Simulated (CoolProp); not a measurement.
Saturation properties of hexamethyldisiloxane (MM) (Tc = 245.6 °C, pc = 1.931 MPa, ω = 0.418).

Model: reference Helmholtz-energy equation of state, Thol 2016, in CoolProp.

```
T (°C)  p (MPa)  liquid density (kg/m³)  enthalpy of vaporisation (kJ/kg)  liquid cp (kJ/(kg K))  surface tension (mN/m)
------  -------  ----------------------  --------------------------------  ---------------------  ----------------------
72.25   0.04108                   708.0                             206.9                  2.030                    11.3
78.55   0.05102                   700.8                             203.9                  2.049                    10.8
84.85   0.06278                   693.5                             200.7                  2.068                    10.3
91.15   0.07657                   686.1                             197.6                  2.087                    9.80
97.35   0.09236                   678.7                             194.4                  2.106                    9.30
103.65   0.1109                   671.0                             191.0                  2.125                    8.80
109.95   0.1322                   663.3                             187.6                  2.145                    8.31
116.25   0.1565                   655.3                             184.2                  2.166                    7.82
122.55   0.1842                   647.2                             180.6                  2.187                    7.34
128.85   0.2154                   638.9                             176.9                  2.208                    6.86
```

It boils at 100.5 °C under 1 atm.

Surface tension comes from a separate correlation (Mulero 2014), older than this fluid's equation and unchecked against measurements.
